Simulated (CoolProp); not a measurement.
A simple Rankine cycle with n-perfluoropentane: condensing at 322.15 K, boiler at 1.01 MPa, turbine inlet 499 K, turbine efficiency 0.65, pump efficiency 0.6, no recuperator. Each further row changes one setting.

Values from CoolProp's reference Helmholtz-energy equation of state, Gao 2022.

| case | thermal efficiency (%) | net work (kJ/kg) | heat in (kJ/kg) | turbine exit temperature (K) | volume ratio over the turbine |
|---|---|---|---|---|---|
| as stated | 5.3 | 13.3 | 250 | 481.2 | 5.31 |
| condensing temperature 314.15 K | 6.0 | 15.5 | [?] | [?] | 6.88 |
| boiler pressure 0.707 MPa | 4.2 | 10.7 | [?] | 485.7 | [?] |
| turbine efficiency 0.55 | 4.4 | [?] | 250 | 483.3 | 5.33 |

Q: What belongs in the gaps?

A: 
- condensing temperature 314.15 K, heat in (kJ/kg): 259
- condensing temperature 314.15 K, turbine exit temperature (K): 478.8
- boiler pressure 0.707 MPa, heat in (kJ/kg): 252
- boiler pressure 0.707 MPa, volume ratio over the turbine: 3.64
- turbine efficiency 0.55, net work (kJ/kg): 11.1
